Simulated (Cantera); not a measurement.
An adiabatic, constant-volume homogeneous reactor starts with CH4 : O2 : N2 = 1 : 1.67 : 6.27 (molar parts), at 1373 K and 0.280 bar.

Detailed kinetics in Cantera: GRI-Mech 3.0 (53 species, 325 reactions).

One state of this run: T (K) = 1498; P (bar) = 0.308; x CH4 = 0.0918; x O2 = 0.171; x O = 5.62e-6; x CH3 = 0.00114; x CH2 = 2.24e-7; x NO = 3.76e-11. x: mole fraction; the columns are a selection and need not sum to one.

### Question
Which value of t (s) does it belong to?
A. 0.0122
B. 0.000654
C. 0.600
D. 0.00459

### Answer
A, 0.0122
